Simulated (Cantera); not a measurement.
Feed: 1 mol CH3Cl, 0.11 mol Si, 0.096 mol H2, equilibrated at 7.00 Pa.

Cantera equilibrium calculation (NASA polynomials, part measured and part estimated; ideal gas, pure solids and liquids). Candidate condensed phases: C, C6H6, C7H8, C8H18, Si, SiC; 109 gas species. The tables' values for SiCl are old estimates; treat these amounts as uncertain. Rates play no part. All values below are at 1950 °C.

Base state: H 0.385, H2 0.253, Cl 0.171, HCl 0.155, Si 0.0309, SiC2 0.00324, SiCl 0.000897, SiCl2 0.000838 (mole fractions); condensed: C(graphite).

**Question.** What changes in the equilibrium state with this change: pressure from 7.00 Pa to 8.30 Pa?

**Answer.** 
```
species             before    after
----------------  --------  -------
H                    0.385    0.364
H2                   0.253    0.268
HCl                  0.155    0.167
Cl                   0.171    0.164
Si                  0.0309   0.0311
SiCl2             0.000838  0.00110
Si2C               8.00e-5  9.64e-5
C                  3.27e-5  2.76e-5
C3                 5.47e-5  4.61e-5
SiCl              0.000897  0.00103
C(graphite), mol     0.975    0.975
```
